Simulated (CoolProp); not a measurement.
Vapour-liquid equilibrium of 1-butene (1) + n-butane (2) at 321.9 K; x and y are mole fractions of (1).

Computed with CoolProp (multi-fluid Helmholtz-energy mixture model, Lemmon 2005 and Bücker 2006; pair parameters Bell 2016).

| x | bubble pressure, mixture model (bar) | bubble pressure, Raoult's law (bar) | y, mixture model | y, Raoult's law |
|---|---|---|---|---|
| 0.05 | 4.849 | 4.846 | 0.059 | 0.059 |
| 0.15 | 4.954 | 4.943 | 0.173 | 0.175 |
| 0.25 | ___ | 5.040 | 0.284 | 0.286 |
| 0.35 | ___ | 5.136 | ___ | 0.393 |
| 0.45 | 5.273 | 5.233 | 0.492 | 0.496 |
| 0.55 | ___ | 5.330 | ___ | 0.595 |
| 0.65 | 5.472 | 5.427 | ___ | 0.691 |
| 0.75 | 5.565 | 5.524 | 0.776 | 0.783 |
| 0.85 | 5.651 | 5.620 | 0.866 | 0.872 |
| 0.95 | 5.729 | 5.717 | 0.955 | 0.958 |

Problem. Fill in the missing entries.

Solution. 
- 0.25, bubble pressure, mixture model (bar): 5.061
- 0.35, bubble pressure, mixture model (bar): 5.168
- 0.35, y, mixture model: 0.390
- 0.55, bubble pressure, mixture model (bar): 5.375
- 0.55, y, mixture model: 0.590
- 0.65, y, mixture model: 0.684

The largest gap from Raoult's law is +0.8 % in bubble pressure, at x = 0.65. No azeotrope shows between x = 0.05 and 0.95.

The pair parameters rest on a limited set of measurements; away from them the model extrapolates.
